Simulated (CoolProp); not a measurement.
A simple Rankine cycle with propane: condensing at 308.15 K, boiler at 3.51 MPa, turbine inlet 374.3 K, turbine efficiency 0.85, pump efficiency 0.6, no recuperator. Each further row changes one setting.

Computed with CoolProp (reference Helmholtz-energy equation of state, Lemmon 2009).

| case | thermal efficiency (%) | net work (kJ/kg) | heat in (kJ/kg) | turbine exit temperature (K) | volume ratio over the turbine |
|---|---|---|---|---|---|
| as stated | 9.1 | 35.1 | 384 | 323.1 | 3.21 |
| turbine inlet 394.3 K | 9.5 | 41.9 | 443 | 347.8 | 3.05 |
| condensing temperature 300.15 K | 10.5 | 42.8 | 406 | 315.4 | 3.92 |
| boiler pressure 2.46 MPa | 6.8 | 28.8 | 423 | 344.8 | 2.07 |
| turbine efficiency 0.75 | 7.8 | 30.0 | 384 | 325.5 | 3.26 |
